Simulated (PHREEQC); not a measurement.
Dissolve 0.1 mol HF, 0.0017 mol (CH3)4NF and 0.0012 mol H4SiO4 per kg of water at 25 °C. Closed to the air; pH follows from the charge balance.

The numbers come from PHREEQC with the ion-association model, wateq4f.dat.

Question: The ionic strength comes out as 0.0114 mol/kgw. What activity coefficients do F-, SiF6-2, H+, HF2- get?

Answer: F- 0.90, SiF6-2 0.65, H+ 0.91, HF2- 0.90.

This is a speciation only: nothing precipitates in the calculation. (CH3)4N+ isn't in the database: it is added as a free cation with an ion size of 4 Å. wateq4f.dat counts part of the HF as a dimer, H2F2, which phreeqc.dat doesn't know; its constant is uncertain. SiF6-2 is the database's only silicon fluoride.
